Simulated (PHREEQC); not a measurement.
Synthetic water in mg/L, 25 °C, pH 6.35, pe 12.8: Na 187; K 77.3; Ca 53.4; Mg 70.7; Cl 145; S(6) as SO4 139; Alkalinity as HCO3 729; Br 0.421.

Valence states are taken as typed.

Model: ion-association model, phreeqc.dat, run in PHREEQC.

Precipitation was switched off in this run.

**Question.** Order these Ca species by the share of Ca that they hold, largest first: CaHCO3+, Ca+2, CaSO4.

**Answer.** Ca+2 (87 %), CaHCO3+ (7.4 %), CaSO4 (5.6 %)

The pH is 6.35 and the ionic strength 0.0226 mol/kgw. Complexes and solids missing from the database can't appear.
